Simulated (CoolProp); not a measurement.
Vapour-liquid equilibrium of carbon dioxide (1) + R22 (2) at -9.15 °C; x and y are mole fractions of (1).

Computed with CoolProp (multi-fluid Helmholtz-energy mixture model, Span 1996 and Kamei 1995; pair parameters Bell 2016).

```
x      bubble pressure, mixture model (MPa)  bubble pressure, Raoult's law (MPa)  y, mixture model  y, Raoult's law
-----  ------------------------------------  -----------------------------------  ----------------  ---------------
0.05                                 0.4481                               0.4830             0.209            0.281
0.125                                0.5825                               0.6590             0.424            0.515
0.2                                  0.7282                               0.8351             0.568            0.650
0.275                                0.8836                                1.011             0.669            0.738
0.35                                  1.047                                1.187             0.742            0.800
0.425                                 1.217                                1.363             0.798            0.846
0.5                                   1.393                                1.539             0.842            0.881
0.575                                 1.574                                1.716             0.877            0.909
0.65                                  1.760                                1.892             0.905            0.932
0.725                                 1.951                                2.068             0.930            0.951
0.8                                   2.147                                2.244             0.951            0.967
0.875                                 2.351                                2.420             0.971            0.981
0.95                                  2.564                                2.596             0.989            0.993
```

The largest gap from Raoult's law is -12.8 % in bubble pressure, at x = 0.2. No azeotrope shows between x = 0.05 and 0.95.

The pair parameters rest on a limited set of measurements; away from them the model extrapolates.
